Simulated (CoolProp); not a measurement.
Saturation properties of sulfur dioxide.

Values from CoolProp's reference Helmholtz-energy equation of state, Gao 2016.

```
T (°C)  p (bar)  enthalpy of vaporisation (kJ/kg)  liquid cp (kJ/(kg K))  vapour Z
------  -------  --------------------------------  ---------------------  --------
-38.95   0.2298                             414.2                  1.360    0.9902
-14.45   0.8277                             393.5                  1.360    0.9759
9.95      2.298                             371.2                  1.375    0.9517
34.35       [?]                             346.6                    [?]    0.9156
58.85     10.69                             318.2                  1.468    0.8655
83.25     19.38                             284.6                  1.574       [?]
107.65    32.44                             242.5                  1.787    0.7123
132.05    51.17                             183.9                  2.402    0.5913
```

Task: Fill in the missing entries.

Result: 
- 34.35, p (bar): 5.304
- 34.35, liquid cp (kJ/(kg K)): 1.408
- 83.25, vapour Z: 0.7994

It boils at -10.0 °C under 1 atm.
